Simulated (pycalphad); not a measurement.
CALPHAD calculation (pycalphad, COST 507 light-alloy database (1999)), 1 atm. These are 1990s assessments: newer ones move some temperatures and phases. Phase fractions are per mole of atoms.

Problem. Give the equilibrium state of Sn-64.8Si (at.%) at 777 °C.

Solution. DIAMOND_A4, fraction 0.646, with >99.99 Si at.%; LIQUID, fraction 0.354, with 0.55 Si at.%.

DIAMOND_A4 is diamond (Si).
